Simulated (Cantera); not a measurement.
An adiabatic, constant-volume homogeneous reactor starts with 5.00 % CH4, 20.0 % O2, 75.0 % N2, equivalence ratio 0.50, at 1775 K and 0.360 bar.

Cantera simulation using GRI-Mech 3.0 (53 species, 325 reactions); the numbers are that mechanism's predictions, not measurements.

x: mole fraction; the columns are a selection and need not sum to one.

```csv
t (s),T (K),P (bar),x CH4,x O2,x NO2,x C2H2,x HCO,x C2H
1.00e-6,1775,0.360,0.0500,0.200,<1e-12,<1e-12,<1e-12,<1e-12
2.93e-6,1775,0.360,0.0500,0.200,<1e-12,<1e-12,2.41e-12,<1e-12
8.58e-6,1775,0.360,0.0500,0.200,<1e-12,<1e-12,3.25e-11,<1e-12
2.51e-5,1775,0.360,0.0499,0.200,<1e-12,4.22e-11,4.23e-10,<1e-12
7.36e-5,1775,0.360,0.0498,0.200,<1e-12,5.63e-9,8.00e-9,<1e-12
0.000215,1782,0.362,0.0468,0.198,2.58e-12,2.27e-6,1.07e-6,1.00e-10
0.000631,2564,0.536,<1e-12,0.0952,…,<1e-12,4.92e-9,<1e-12
0.00185,2659,0.552,<1e-12,0.0939,…,<1e-12,3.61e-9,<1e-12
0.00541,2651,0.550,<1e-12,0.0905,…,<1e-12,3.42e-9,<1e-12
0.0158,2645,0.548,<1e-12,0.0880,6.53e-6,<1e-12,3.30e-9,<1e-12
0.0464,2644,0.548,<1e-12,0.0878,6.70e-6,<1e-12,3.29e-9,<1e-12
0.136,2644,0.548,<1e-12,0.0878,6.70e-6,<1e-12,3.29e-9,<1e-12
0.398,2644,0.548,<1e-12,0.0878,6.70e-6,<1e-12,3.29e-9,<1e-12
1.17,2644,0.548,<1e-12,0.0878,6.70e-6,<1e-12,3.29e-9,<1e-12
3.41,2644,0.548,<1e-12,0.0878,6.70e-6,<1e-12,3.29e-9,<1e-12
10.0,2644,0.548,<1e-12,0.0878,6.70e-6,<1e-12,3.29e-9,<1e-12
```

### Question
Fill in the missing entries.

### Answer

- 0.000631, x NO2: 1.84e-7
- 0.00185, x NO2: 1.69e-6
- 0.00541, x NO2: 4.54e-6
